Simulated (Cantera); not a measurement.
**Stirred combustor or abatement burner**

A perfectly stirred reactor is fed with 10.2 % CH₄, 0.600 % CO, 18.7 % O₂, 70.5 % N₂, equivalence ratio 1.1, at 0.330 bar; it is adiabatic with a 800 K inlet, and is followed from long to short residence time, starting on the burning branch (τ in s: 0.33, 0.11, 0.036, 0.012, 0.004, 0.0013, 0.00045, 0.00015, 4.9e-05).

Cantera simulation using GRI-Mech 3.0 (53 species, 325 reactions); the numbers are that mechanism's predictions, not measurements.

| τ (s) | T (K) | x CH₄ | x CO | x O₂ | x C₂H₄ | x H | x O |
|---|---|---|---|---|---|---|---|
| 0.33 | 2417 | 9.41e-7 | 0.0381 | 0.00581 | 9.67e-12 | 0.00420 | 0.00135 |
| 0.11 | 2406 | 2.63e-6 | 0.0386 | 0.00637 | 7.08e-11 | 0.00457 | 0.00151 |
| 0.036 | 2379 | 6.91e-6 | 0.0398 | 0.00765 | 4.22e-10 | 0.00552 | 0.00192 |
| 0.012 | 2326 | 1.67e-5 | 0.0420 | 0.00985 | 1.88e-9 | 0.00751 | 0.00272 |
| 0.0040 | 2250 | 4.04e-5 | 0.0446 | 0.0127 | 7.73e-9 | 0.0107 | 0.00393 |
| 0.0013 | 2169 | 0.000108 | 0.0472 | 0.0157 | 3.96e-8 | 0.0144 | 0.00520 |
| 0.00045 | 2104 | 0.000303 | 0.0503 | 0.0189 | 2.53e-7 | 0.0167 | 0.00585 |
| 0.00015 | 2036 | 0.00107 | 0.0573 | 0.0260 | 2.94e-6 | 0.0159 | 0.00521 |
| 4.9e-5 | 800 | 0.102 | 0.00600 | 0.187 | <1e-12 | <1e-12 | <1e-12 |
x: mole fraction; the columns are a selection and need not sum to one.
